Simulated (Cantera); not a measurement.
# Ignition delay

Mixture: H2 : O2 : N2 : H2O = 1 : 0.746 : 2.81 : 0.096 (molar parts), equivalence ratio 0.67, at 160000 Pa, adiabatic and at constant pressure. Ignition delay is the time to a rise of 400 K.

Model: the H2/O2 subset of GRI-Mech 3.0, which has no nitrogen chemistry, integrated in Cantera. Where the delays flatten at high temperature, the 400 K rule measures the pace of heat release, not the induction time.

```tsv
T0 (K)	delay (ms)
1275	0.0223
1375	0.0153
1475	0.0119
1575	0.0102
1675	0.00957
1775	0.00953
```
